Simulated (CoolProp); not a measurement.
Properties of isopentane along the isotherm 32.75 °C (Tc = 187.2 °C, pc = 3.378 MPa, ω = 0.227).

Values from CoolProp's reference Helmholtz-energy equation of state, Lemmon 2006. It is a short technical equation, of lower accuracy than the large ones.

```
p (MPa)   phase        Z  expansivity (1/kK)  conductivity (mW/(m K))  fugacity coefficient
-------  ------  -------  ------------------  -----------------------  --------------------
0.0267      gas   0.9894               3.391                     15.2                0.9895
0.0548      gas   0.9780               3.528                     15.2                0.9785
0.113       gas   0.9534               3.853                     15.1                0.9555
0.231    liquid  0.01079               1.719                     99.5                0.4966
0.475    liquid  0.02218               1.711                     99.6                0.2443
0.975    liquid  0.04547               1.696                    100.0                0.1218
2        liquid  0.09303               1.667                      101               0.06228
4.11     liquid   0.1902               1.611                      102               0.03343
8.45     liquid   0.3873               1.512                      105               0.01985
```

Thermal conductivity comes from a separate model (Vassiliou 2015).
